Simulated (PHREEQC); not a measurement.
Make-up at 25 °C: 0.018 mol H3PO4 per kg of water. Closed to the air; pH follows from the charge balance.

All values are PHREEQC results (ion-association model, phreeqc.dat), not measurements.

```json
[
 {"quantity": "pH", "before": "2.10", "after": "2.20"},
 {"quantity": "ionic strength (mol/kgw)", "before": "0.00870", "after": "0.00693"},
 {"quantity": "H2PO4- (mol/kgw)", "before": "0.00870", "after": "0.00693"},
 {"quantity": "HPO4-2 (mol/kgw)", "before": "9.01e-8", "after": "1.23e-7"}
]
```

Question: Which change was made?
A. H3PO4 replaced by Na3PO4 at the same molality
B. 0.0057 mol/kgw NaOH added
C. H3PO4 from 0.018 to 0.0198 mol/kgw
D. temperature from 25 to 90 °C
E. H3PO4 from 0.018 to 0.09 mol/kgw

Answer: D, temperature from 25 to 90 °C

Precipitation was switched off in this run. Constants without temperature data keep their 25 °C values here.
